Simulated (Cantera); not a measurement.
A Cantera script and what it prints.

```python
import numpy as np
import cantera as ct

gas_names = """
    AL ALCL ALCL2 ALCL3 ALH AL2 AL2CL6 CL CL2 H HCL H2
""".split()
cond_names = """
    AL(cr) AL(L) ALCL3(s) ALCL3(L)
""".split()


def load(file, names, dense=False):
    # The tables refer to 1 bar. Condensed volumes are neglected.
    table = {s.name: s for s in ct.Species.list_from_file(file)}
    out = []
    for n in names:
        d = dict(table[n].input_data)
        d["thermo"] = dict(d["thermo"], **{"reference-pressure": 1e5})
        if dense:
            d["equation-of-state"] = {"model": "constant-volume", "density": "1e6 g/cm^3"}
        out.append(ct.Species.from_dict(d))
    return out


gas = ct.Solution(thermo="ideal-gas", species=load("nasa_gas.yaml", gas_names))
cond = {s.name: ct.Solution(thermo="fixed-stoichiometry", species=[s], name=s.name)
        for s in load("nasa_condensed.yaml", cond_names, dense=True)}
atoms = {
    'Al': {'AL': 1},
    'Cl2': {'CL': 2},
    'H2': {'H': 2},
}
top_T = {}  # K; cautious upper limits of use, not melting points


def equilibrate(T, P, feed):
    n = {}
    for name, mol in feed.items():
        for a, k in atoms[name].items():
            n[a] = n.get(a, 0.0) + k * mol
    gas.TPX = T, P, n
    mass = sum(n.values()) * gas.mean_molecular_weight
    gas.equilibrate("TP")
    valid = [c for c in cond.values() if c.min_temp <= T <= top_T.get(c.name, c.max_temp)]
    mix = ct.Mixture([(gas, mass / gas.mean_molecular_weight)] + [(c, 0.0) for c in valid])
    mix.T, mix.P = T, P
    mix.equilibrate("TP", solver="vcs", rtol=1e-11, max_steps=5000)
    return mix


results = []
feed = {'Al': 1, 'Cl2': 0.39, 'H2': 28}  # mol
P = 26000  # Pa
for T in [525, 600, 675, 750, 825, 900, 975, 1050, 1125, 1200, 1275, 1350, 1425, 1500]:
    mix = equilibrate(T, P, feed)
    results.append((T, P, feed, dict(zip(mix.species_names, mix.species_moles))))

top = {s: max(r[3][s] / sum(r[3][g] for g in gas_names) for r in results) for s in gas_names}
cols = sorted((s for s in top if top[s] > 0.0001), key=lambda s: -top[s])[:7]
seen = [c for c in cond_names if any(r[3].get(c, 0) > 1e-12 for r in results)]
print("log10 of partial pressures in bar; condensed amounts in mol")
print(f"{'T/K':>10s}" + "".join(f"{s[:9]:>10s}" for s in cols + seen))
for T, P, feed, n in results:
    ng = sum(n[g] for g in gas_names)
    print(f"{T:10.4g}" + "".join(f"{np.log10(max(n[s] / ng * P / 1e5, 1e-99)):10.3f}" for s in cols)
          + "".join(f"{n.get(c, 0):10.4g}" for c in seen))
```

It prints:

```
log10 of partial pressures in bar; condensed amounts in mol
       T/K        H2      ALCL     ALCL3    AL2CL6     ALCL2       HCL    AL(cr)     AL(L)
       525    -0.587   -10.134    -3.806    -2.950    -9.782   -10.412      0.74         0
       600    -0.588    -8.143    -3.114    -3.089    -7.978    -8.913      0.74         0
       675    -0.589    -6.657    -2.746    -3.523    -6.692    -7.806      0.74         0
       750    -0.589    -5.537    -2.643    -4.244    -5.795    -6.985    0.7397         0
       825    -0.589    -4.648    -2.628    -4.965    -5.111    -6.337    0.7381         0
       900    -0.589    -3.918    -2.633    -5.596    -4.555    -5.804    0.7303         0
       975    -0.590    -3.329    -2.662    -6.172    -4.113    -5.352         0    0.7034
      1050    -0.591    -2.859    -2.743    -6.773    -3.779    -4.977         0    0.6338
      1125    -0.593    -2.499    -2.946    -7.556    -3.581    -4.697         0    0.4995
      1200    -0.595    -2.275    -3.390    -8.771    -3.587    -4.542         0    0.3414
      1275    -0.596    -2.188    -4.109   -10.494    -3.812    -4.513         0    0.2576
      1350    -0.597    -2.166    -4.906   -12.337    -4.118    -4.540         0    0.2342
      1425    -0.597    -2.159    -5.654   -14.055    -4.416    -4.575         0     0.227
      1500    -0.597    -2.156    -6.334   -15.611    -4.690    -4.609         0    0.2227
```

These are equilibrium values from Cantera (NASA tables, ideal gas, pure condensed phases), not measurements of a reactor. The tables' values for AlCl2 are old estimates; treat these amounts as uncertain.
